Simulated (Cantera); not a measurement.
Input: 1 mol Si, 0.83 mol HCl, 1.7 mol H2, held at 1675 K and 0.170 bar.

Cantera equilibrium calculation (NASA polynomials, part measured and part estimated; ideal gas, pure solids and liquids). Candidate condensed phases: Si; 19 gas species. The tables' values for SiCl3, SiCl are old estimates; treat these amounts as uncertain. The numbers say what is thermodynamically allowed, not how fast it happens.

Base state: H2 0.770, HCl 0.136, SiCl2 0.0867, SiCl3 0.00506, SiHCl3 0.000626, SiCl4 0.000613, H 0.000247, SiH2Cl2 0.000110 (mole fractions); condensed: Si(s).

Problem. What changes in the equilibrium state with this change: pressure from 0.170 bar to 28.0 bar?

Solution. 
| species | before | after |
|---|---|---|
| H2 | 0.770 | 0.818 |
| HCl | 0.136 | 0.0864 |
| SiCl2 | 0.0867 | 0.0329 |
| SiHCl3 | 0.000626 | 0.0249 |
| SiCl4 | 0.000613 | 0.0146 |
| SiCl3 | 0.00506 | 0.0152 |
| SiH4 | 1.26e-7 | 2.34e-5 |
| SiH3Cl | 5.89e-6 | 0.000654 |
| SiH2Cl2 | 0.000110 | 0.00734 |
| Cl | 3.41e-5 | 1.64e-6 |
| SiCl | 3.13e-5 | 1.50e-6 |
| Si(s), mol | 0.765 | 0.771 |
The tables' values for SiCl3 are old estimates; treat these amounts as uncertain. Gases not in the tables: Si2H6 and higher silanes.

Problem. What changes in the equilibrium state with this change: temperature from 1675 K to 1073.15 K?

Solution. 
```csv
species,before,after
H2,0.770,0.882
SiCl4,0.000613,0.0611
HCl,0.136,0.0279
SiCl2,0.0867,0.00171
SiHCl3,0.000626,0.0237
Cl,3.41e-5,<1e-9
SiCl,3.13e-5,<1e-9
"Si(s), mol",0.765,0.790
```
The tables' values for SiCl3 are old estimates; treat these amounts as uncertain.
